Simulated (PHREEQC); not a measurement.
Dissolve 0.0052 mol AgNO3, 0.012 mol NaNO3 and 0.00017 mol Cu(NO3)2 per kg of water at 25 °C. Closed to the air; pH follows from the charge balance.

All values are PHREEQC results (ion-association model, wateq4f.dat), not measurements.

Precipitation was switched off in this run.

Task: Estimate the pH.

Result: pH 5.71.

Complexes and solids missing from the database can't appear.
